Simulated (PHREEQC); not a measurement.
Make-up at 25 °C: 0.0078 mol HF, 5.1e-05 mol NaF and 0.012 mol (NH4)2SiF6 per kg of water. It is in equilibrium with CO2 at log p = -1 (atm). Otherwise closed; pH follows from the charge balance.

Model: ion-association model, phreeqc.dat, run in PHREEQC.

```yaml
pH: 2.71
ionic_strength: 0.0383 mol/kgw
total_alkalinity: -55.8 meq/kg
```

| species | molality | activity | log γ |
|---|---|---|---|
| NH4+ | 0.0240 | 0.0197 | -0.086 |
| SiF6-2 | 0.0120 | 0.00598 | -0.302 |
| HF | 0.00551 | 0.00556 | 0.004 |
| CO2 | 0.00337 | 0.00340 | 0.004 |
| F- | 0.00228 | 0.00189 | -0.081 |
| H+ | 0.00227 | 0.00196 | -0.063 |
| Na+ | 5.09e-5 | 4.28e-5 | -0.076 |
| HF2- | 4.82e-5 | 4.03e-5 | -0.078 |
| H4SiO4 | 5.79e-6 | 5.84e-6 | 0.004 |
| HCO3- | 9.14e-7 | 7.71e-7 | -0.074 |

Precipitation was switched off in this run. SiF6-2 is the database's only silicon fluoride.
